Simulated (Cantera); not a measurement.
# N2O furnace oxynitridation

An isothermal, constant-pressure homogeneous reactor starts with N2O = 1 (molar parts), at 1250 K and 0.410 bar.

Computed with Cantera and GRI-Mech 3.0 (53 species, 325 reactions). GRI-Mech 3.0 was tuned for natural gas; its chemistry of N2O as a main component is partial and can be far from experiment. The mechanism lacks the step 2 NO + O2 → 2 NO2, which can matter for NO2 below about 1400 K. The temperature is held fixed by assumption; the heat of reaction is taken as removed at once.

```
t (s)       x N2O      x NO     x NO2      x O2      x N2      x O
--------  -------  --------  --------  --------  --------  -------
6.00e-5     1.000   3.70e-6  2.36e-11   1.28e-5   3.12e-5  3.74e-6
0.000270    1.000   1.99e-5  6.81e-10   6.90e-5  0.000152  3.77e-6
0.00121     0.999   9.27e-5   1.45e-8  0.000322  0.000693  3.77e-6
0.00545     0.995  0.000419   2.72e-7   0.00145   0.00312  3.77e-6
0.0245      0.978   0.00186   3.84e-6   0.00646    0.0139  3.76e-6
0.110       0.905   0.00789   2.83e-5    0.0276    0.0591  3.72e-6
0.495       0.657    0.0282  0.000116     0.100     0.214  3.51e-6
2.22        0.210    0.0615  0.000265     0.232     0.496  2.51e-6
10.0      0.00902    0.0694  0.000394     0.295     0.626  2.95e-7
```
x: mole fraction; the columns are a selection and need not sum to one.

Equilibrium at this temperature and pressure: N2O 1.32e-8, NO 0.000329, NO2 3.54e-6, O2 0.333, N2 0.667, O 6.28e-8 (gas phase only).
